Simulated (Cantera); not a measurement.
NO annealing gas

A perfectly stirred reactor is fed with NO : N₂ = 8.4 : 6.3 (molar parts), at 113 Torr; it is held at 2125 K, and followed from long to short residence time.

Model: GRI-Mech 3.0 (53 species, 325 reactions), integrated in Cantera.

```json
[
 {"τ (s)": "23", "x NO": "0.0334", "x N₂O": "5.57e-7", "x NO₂": "2.07e-5", "x O₂": "0.268", "x N₂": "0.697", "x O": "0.00222"},
 {"τ (s)": "5.6", "x NO": "0.0768", "x N₂O": "2.16e-6", "x NO₂": "4.55e-5", "x O₂": "0.246", "x N₂": "0.675", "x O": "0.00214"},
 {"τ (s)": "1.4", "x NO": "0.190", "x N₂O": "1.28e-5", "x NO₂": "9.88e-5", "x O₂": "0.189", "x N₂": "0.619", "x O": "0.00190"},
 {"τ (s)": "0.33", "x NO": "0.398", "x N₂O": "6.07e-5", "x NO₂": "0.000140", "x O₂": "0.0859", "x N₂": "0.515", "x O": "0.00134"},
 {"τ (s)": "0.079", "x NO": "0.528", "x N₂O": "0.000117", "x NO₂": "0.000102", "x O₂": "0.0211", "x N₂": "0.450", "x O": "0.000807"},
 {"τ (s)": "0.019", "x NO": "0.562", "x N₂O": "0.000134", "x NO₂": "7.03e-5", "x O₂": "0.00432", "x N₂": "0.433", "x O": "0.000561"},
 {"τ (s)": "0.0046", "x NO": "0.569", "x N₂O": "0.000121", "x NO₂": "4.98e-5", "x O₂": "0.000720", "x N₂": "0.429", "x O": "0.000396"},
 {"τ (s)": "0.0011", "x NO": "0.571", "x N₂O": "7.65e-5", "x NO₂": "2.09e-5", "x O₂": "5.56e-5", "x N₂": "0.429", "x O": "0.000166"},
 {"τ (s)": "0.00027", "x NO": "0.571", "x N₂O": "2.96e-5", "x NO₂": "3.64e-6", "x O₂": "2.54e-6", "x N₂": "0.429", "x O": "3.86e-5"}
]
```
x: mole fraction; the columns are a selection and need not sum to one.
